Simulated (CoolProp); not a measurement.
Properties of C3F8 (R218) along the isobar 3.88 MPa.

The numbers come from the reference Helmholtz-energy equation of state, Lemmon 2006 in CoolProp. It is a short technical equation, of lower accuracy than the large ones.

```tsv
T (K)	phase	cv (kJ/(kg K))	isothermal compressibility (1/MPa)	conductivity (mW/(m K))
266.3	liquid	0.7366	0.004471	56.2
279.3	liquid	0.7584	0.005819	52.8
292.4	liquid	0.7804	0.007864	49.5
305.5	liquid	[?]	[?]	46.3
318.6	liquid	0.8258	[?]	[?]
331.7	liquid	[?]	0.02991	40.2
344.7	liquid	[?]	0.06722	37.5
357.8	supercritical	0.9203	0.2845	35.7
```

### Question
Complete the blanks.

### Answer

- 305.5, cv (kJ/(kg K)): 0.8027
- 305.5, isothermal compressibility (1/MPa): 0.01118
- 318.6, isothermal compressibility (1/MPa): 0.01715
- 318.6, conductivity (mW/(m K)): 43.2
- 331.7, cv (kJ/(kg K)): 0.8506
- 344.7, cv (kJ/(kg K)): 0.8794

Thermal conductivity comes from a separate model (Huber 2003), an estimate that may be off by 10 % or more.
